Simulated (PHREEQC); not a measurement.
A made-up water analysis in mg/kgw, 32 °C, pH 5.82, pe 11.8: Na 0.0659; K 0.0662; Ca 0.214; Mg 0.0142; Cl 0.207; S(6) as SO4 0.151; Alkalinity as HCO3 0.401; Sr 0.0118; Cd 0.0093; Si as SiO2 0.0179; Ni 0.000275.

Valence states are taken as typed.

Equilibrium calculation in PHREEQC: ion-association model, wateq4f.dat.

Precipitation was switched off in this run.

Estimate the charge-balance error.

charge-balance error 3.7 %.

In which forms is C present?

CO2 76 %, HCO3- 24 % of the C.

Species that the database lacks are ignored.
